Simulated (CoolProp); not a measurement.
Vapour-liquid equilibrium of R134a (1) + R142b (2) at 0.0207 MPa; x and y are mole fractions of (1).

The numbers come from the multi-fluid Helmholtz-energy mixture model, Tillner-Roth 1994 and Lemmon 2006; pair parameters Bell 2016 in CoolProp.

| x | bubble temperature, mixture model (°C) | bubble temperature, Raoult's law (°C) | y, mixture model | y, Raoult's law |
|---|---|---|---|---|
| 0.05 | -44.0 | -43.6 | 0.123 | 0.102 |
| 0.2 | … | -46.3 | 0.390 | 0.352 |
| 0.35 | … | -48.6 | 0.565 | 0.540 |
| 0.5 | … | -50.6 | 0.691 | 0.687 |
| 0.65 | … | -52.4 | … | 0.803 |
| 0.8 | -54.6 | -54.0 | … | 0.898 |
| 0.95 | -55.6 | -55.4 | … | 0.977 |

Question: Some entries are withheld; supply them.

Answer: 
- 0.2, bubble temperature, mixture model (°C): -47.5
- 0.35, bubble temperature, mixture model (°C): -50.0
- 0.5, bubble temperature, mixture model (°C): -51.9
- 0.65, bubble temperature, mixture model (°C): -53.4
- 0.65, y, mixture model: 0.791
- 0.8, y, mixture model: 0.879
- 0.95, y, mixture model: 0.968

The largest gap from Raoult's law is -1.4 K in bubble temperature, at x = 0.35. No azeotrope shows between x = 0.05 and 0.95.

Pair parameters are fitted to limited data, so mixtures are less certain than the pure fluids.
